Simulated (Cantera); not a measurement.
A perfectly stirred reactor is fed with CO : O₂ : H₂O : N₂ = 0.0042 : 0.011 : 0.00013 : 1 (molar parts), equivalence ratio 0.19, at 2850 Torr; it is held at 1100 K, and followed from long to short residence time.

Computed with Cantera and GRI-Mech 3.0 (53 species, 325 reactions).

Question: What does this change do: temperature 1100 to 1425 K?

Answer: 
| quantity | before | after |
|---|---|---|
| x(CO) at τ = 4.30 s | 0.00187 | 3.29e-5 |
| x(O₂) at τ = 4.30 s | 0.00971 | 0.00879 |
| x(H₂O) at τ = 4.30 s | 0.000128 | 0.000127 |
| x(N₂O) at τ = 4.30 s | 1.40e-6 | 1.07e-6 |
| x(CO₂) at τ = 4.30 s | 0.00227 | 0.00411 |
| x(CO) at τ = 0.140 s | 0.00401 | 0.000380 |
| x(O₂) at τ = 0.140 s | 0.0108 | 0.00895 |
| x(H₂O) at τ = 0.140 s | 0.000128 | 0.000124 |
| x(N₂O) at τ = 0.140 s | 9.12e-8 | 4.08e-6 |
| x(CO₂) at τ = 0.140 s | 0.000126 | 0.00376 |

Question: What does this change do: CO 0.0042 to 0.00054 parts?

Answer: 
```
quantity                 before     after
---------------------  --------  --------
x(CO) at τ = 4.30 s     0.00187  0.000257
x(O₂) at τ = 4.30 s     0.00971    0.0107
x(H₂O) at τ = 4.30 s   0.000128  0.000128
x(N₂O) at τ = 4.30 s    1.40e-6   7.18e-7
x(CO₂) at τ = 4.30 s    0.00227  0.000277
x(CO) at τ = 0.140 s    0.00401  0.000519
x(O₂) at τ = 0.140 s     0.0108    0.0109
x(H₂O) at τ = 0.140 s  0.000128  0.000128
x(N₂O) at τ = 0.140 s   9.12e-8   4.55e-8
x(CO₂) at τ = 0.140 s  0.000126   1.51e-5
```
